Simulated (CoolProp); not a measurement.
A single-stage vapour-compression cycle with R141b: evaporating at 315.15 K (dew point), condensing at 349.15 K (bubble point), superheat 8 K, subcooling 2 K, compressor efficiency 0.85, no pressure losses. Each further row changes one setting.

Values from CoolProp's reference Helmholtz-energy equation of state, Lemmon 2006. It is a short technical equation, of lower accuracy than the large ones.

```
case                              cooling COP  pressure ratio  discharge temperature (K)  refrigerating effect (kJ/kg)  volumetric capacity (kJ/m³)
--------------------------------  -----------  --------------  -------------------------  ----------------------------  ---------------------------
as stated                                7.09            2.68                      359.9                           186                         1200
evaporating temperature 320.15 K         8.59            2.29                      359.2                           189                         1420
condensing temperature 344.15 K          8.48            2.35                      354.8                           192                         1240
subcooling 7 K                           7.33            2.68                      359.9                           192                         1240
superheat 18 K                           7.15            2.68                      370.1                           194                         1210
compressor efficiency 0.75               6.26            2.68                      363.7                           186                         1200
```
